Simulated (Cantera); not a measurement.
**Reactions in the system H-N-O-V**

Cantera with NASA thermochemical tables; ideal gases at 1 bar, condensed phases pure. Values are per mole of reaction as written; species without (g) are pure solids or liquids, kept so even where they would boil at 1 bar. VO: taken at fixed stoichiometry.

4 V2O3 + 2 NH3(g) → 3 H2(g) + 8 VO + 2 NO2(g)

```tsv
T (K)	ΔH° (kJ)	ΔS° (J/K)	ΔG° (kJ)	log10 K
2600	1520.6	423.1	420.4	-8.45
2650	1518.0	422.2	399.3	-7.87
2700	1515.5	421.2	378.2	-7.32
2750	1513.0	420.3	357.2	-6.78
2800	1510.4	419.4	336.2	-6.27
2850	1507.9	418.5	315.2	-5.78
2900	1505.4	417.6	294.3	-5.30
```

NH3(g) + 2 V2O5 → 3 H(g) + 2 V2O4 + NO2(g)

| T (K) | ΔH° (kJ) | ΔS° (J/K) | ΔG° (kJ) | log10 K |
|---|---|---|---|---|
| 2600 | 1191.0 | 445.9 | 31.6 | -0.64 |
| 2650 | 1195.6 | 447.6 | 9.3 | -0.18 |
| 2700 | 1200.1 | 449.3 | -13.1 | 0.25 |
| 2750 | 1204.6 | 451.0 | -35.6 | 0.68 |
| 2800 | 1209.1 | 452.6 | -58.2 | 1.09 |
| 2850 | 1213.6 | 454.2 | -80.9 | 1.48 |
| 2900 | 1218.1 | 455.8 | -103.7 | 1.87 |
